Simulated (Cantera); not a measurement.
An adiabatic, constant-pressure homogeneous reactor starts with CH₄ : O₂ : N₂ = 1 : 1.33 : 10.4 (molar parts), equivalence ratio 1.5, at 1425 K and 4.90 bar. Integrator tolerance rtol = 1e-08.

Detailed kinetics in Cantera: GRI-Mech 3.0 (53 species, 325 reactions).

Problem. What does this change do: 0.9 parts H2O added?

Solution. 
```csv
quantity,before,after
time of steepest temperature rise,1.90 ms,2.24 ms
temperature at 3.00 s,2304 K,2238 K
equilibrium temperature,2304 K,2238 K
x(CH₄) at 3.00 s,9.49e-12 (gas-phase equilibrium 1.07e-11),8.77e-12 (gas-phase equilibrium 9.96e-12)
x(O₂) at 3.00 s,4.57e-6 (gas-phase equilibrium 4.57e-6),4.18e-6 (gas-phase equilibrium 4.18e-6)
x(CO) at 3.00 s,0.0535 (gas-phase equilibrium 0.0535),0.0444 (gas-phase equilibrium 0.0444)
x(CH₂O) at 3.00 s,4.86e-9 (gas-phase equilibrium 4.86e-9),4.29e-9 (gas-phase equilibrium 4.29e-9)
x(CH₂) at 3.00 s,<1e-12 (gas-phase equilibrium <1e-12),<1e-12 (gas-phase equilibrium <1e-12)
```

Problem. What does this change do: CH4 1 to 0.47 parts?

Solution. 
```csv
quantity,before,after
time of steepest temperature rise,1.90 ms,1.26 ms
temperature at 3.00 s,2304 K,2218 K
equilibrium temperature,2304 K,2218 K
x(CH₄) at 3.00 s,9.49e-12 (gas-phase equilibrium 1.07e-11),<1e-12 (gas-phase equilibrium <1e-12)
x(O₂) at 3.00 s,4.57e-6 (gas-phase equilibrium 4.57e-6),0.0293 (gas-phase equilibrium 0.0293)
x(CO) at 3.00 s,0.0535 (gas-phase equilibrium 0.0535),0.000685 (gas-phase equilibrium 0.000685)
x(CH₂O) at 3.00 s,4.86e-9 (gas-phase equilibrium 4.86e-9),<1e-12 (gas-phase equilibrium <1e-12)
x(CH₂) at 3.00 s,<1e-12 (gas-phase equilibrium <1e-12),<1e-12 (gas-phase equilibrium <1e-12)
```
